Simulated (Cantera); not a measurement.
A Cantera script and its output.

```python
import numpy as np
import cantera as ct

gas = ct.Solution("gri30.yaml")


def delay(T, t_max=10):
    gas.TPX = T, 36000, {'CH4': 1, 'C2H6': 0.041, 'O2': 3.83, 'N2': 14.4}
    reactor = ct.IdealGasReactor(gas, clone=False)
    net = ct.ReactorNet([reactor])
    net.rtol, net.atol = 1e-8, 1e-16
    while net.time < t_max:
        t_old, T_old = net.time, reactor.T
        net.step()
        if reactor.T > T + 400:  # ignition: a rise of 400 K
            return t_old + (T + 400 - T_old) / (reactor.T - T_old) * (net.time - t_old)
    return np.nan


taus = []
for T in [1198, 1273, 1348, 1423, 1498, 1573]:
    taus.append(delay(T))
    print(f"T0 = {T:6g} K   tau = {taus[-1]:.4e} s")
```

It prints:

```
T0 =   1198 K   tau = 2.5273e-02 s
T0 =   1273 K   tau = 9.2364e-03 s
T0 =   1348 K   tau = 3.6269e-03 s
T0 =   1423 K   tau = 1.5658e-03 s
T0 =   1498 K   tau = 7.5576e-04 s
T0 =   1573 K   tau = 4.0752e-04 s
```

Model: GRI-Mech 3.0 (53 species, 325 reactions), integrated in Cantera.
